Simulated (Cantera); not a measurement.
# Moist CO burnout

An isothermal, constant-pressure homogeneous reactor starts with 0.109 % CO, 0.603 % O2, 0.386 % H2O, 98.9 % N2, at 1400 K and 9.50 bar.

Model: GRI-Mech 3.0 (53 species, 325 reactions), integrated in Cantera.

| t (s) | x CO | x O2 | x H2O | x NO | x CO2 | x H2 | x NO2 |
|---|---|---|---|---|---|---|---|
| 4.00e-5 | 0.00109 | 0.00603 | 0.00386 | <1e-12 | 2.46e-9 | 3.14e-11 | <1e-12 |
| 9.65e-5 | 0.00109 | 0.00603 | 0.00386 | <1e-12 | 1.09e-8 | 3.63e-10 | <1e-12 |
| 0.000233 | 0.00109 | 0.00603 | 0.00386 | <1e-12 | 1.15e-7 | 6.22e-9 | <1e-12 |
| 0.000561 | 0.00108 | 0.00603 | 0.00385 | 1.14e-11 | 1.04e-5 | 6.56e-7 | <1e-12 |
| 0.00135 | 0.000746 | 0.00585 | 0.00384 | 5.35e-9 | 0.000343 | 7.96e-6 | 1.81e-10 |
| 0.00326 | 0.000300 | 0.00564 | 0.00385 | 2.71e-8 | 0.000788 | 3.54e-6 | 1.22e-9 |
| 0.00787 | 6.87e-5 | 0.00552 | 0.00385 | 5.23e-8 | 0.00102 | 9.08e-7 | 2.56e-9 |
| 0.0190 | 8.99e-6 | 0.00549 | 0.00386 | 6.74e-8 | 0.00108 | 1.62e-7 | 1.96e-9 |
| 0.0458 | 7.20e-7 | 0.00549 | 0.00386 | 7.30e-8 | 0.00109 | 2.96e-8 | 7.50e-10 |
| 0.110 | 3.05e-8 | 0.00549 | 0.00386 | 7.41e-8 | 0.00109 | 9.56e-9 | 3.29e-10 |
| 0.266 | 4.78e-9 | 0.00549 | 0.00386 | 7.45e-8 | 0.00109 | 7.70e-9 | 2.75e-10 |
| 0.642 | 4.70e-9 | 0.00549 | 0.00386 | 7.50e-8 | 0.00109 | 7.68e-9 | 2.77e-10 |
| 1.55 | 4.70e-9 | 0.00549 | 0.00386 | 7.63e-8 | 0.00109 | 7.68e-9 | 2.82e-10 |
| 3.73 | 4.70e-9 | 0.00549 | 0.00386 | 7.94e-8 | 0.00109 | 7.68e-9 | 2.93e-10 |
| 9.00 | 4.70e-9 | 0.00549 | 0.00386 | 8.70e-8 | 0.00109 | 7.68e-9 | 3.21e-10 |
x: mole fraction; the columns are a selection and need not sum to one.

Equilibrium at this temperature and pressure: CO 4.73e-9, O2 0.00543, H2O 0.00386, NO 0.000131, CO2 0.00109, H2 7.73e-9, NO2 4.81e-7 (gas phase only).
